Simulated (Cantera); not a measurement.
Input: 1 mol HMDSO, 0.15 mol NO, 2.1 mol N2, equilibrated at 1.33 mbar.

Cantera equilibrium calculation (NASA polynomials, part measured and part estimated; ideal gas, pure solids and liquids). Candidate condensed phases: C, C6H6, C7H8, C8H18, H2O, Si, SiC, SiO2, Si2N2O, Si3N4; 151 gas species. The feed counts by its element totals alone. Mutual solubility and eutectic melting of coexisting phases are not modelled. The numbers say what is thermodynamically allowed, not how fast it happens.

**Question.** Which condensed phases are stable at each of these points (T (K)): 1125, 1175, 1225, 1275, 1325, 1375, 1425, 1475, 1525, 1575, 1625, 1675?

**Answer.** 
| T (K) | condensed phases | Si condensed (%) |
|---|---|---|
| 1125 | C(graphite) + Si2N2O(s) | 100.0 |
| 1175 | C(graphite) + Si2N2O(s) | 100.0 |
| 1225 | C(graphite) + Si2N2O(s) | 100.0 |
| 1275 | C(graphite) + Si2N2O(s) | 100.0 |
| 1325 | C(graphite) + Si2N2O(s) | 100.0 |
| 1375 | C(graphite) + SiC(s) + Si2N2O(s) | 100.0 |
| 1425 | C(graphite) + SiC(s) | 99.9 |
| 1475 | C(graphite) + SiC(s) | 99.9 |
| 1525 | C(graphite) + SiC(s) | 99.9 |
| 1575 | C(graphite) + SiC(s) | 99.8 |
| 1625 | C(graphite) + SiC(s) | 99.8 |
| 1675 | C(graphite) + SiC(s) | 99.8 |

From 1125 K to 1325 K the condensed part is C(graphite) + Si2N2O(s). At 1375 K the condensed part is C(graphite) + SiC(s) + Si2N2O(s). From 1425 K to 1675 K the condensed part is C(graphite) + SiC(s).
